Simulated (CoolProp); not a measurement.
The numbers come from the reference Helmholtz-energy equation of state, Lemmon 2016 in CoolProp.

Task: Give the vapour pressure (MPa), liquid density (kg/m³), vapour density (kg/m³), enthalpy of vaporisation (kJ/kg) of saturated R115 at -7.15, -4.25 °C.

Result: 
```csv
T (°C),p (MPa),liquid density (kg/m³),vapour density (kg/m³),enthalpy of vaporisation (kJ/kg)
-7.15,0.350,1430,27.2,112
-4.25,0.385,1420,29.9,110
```
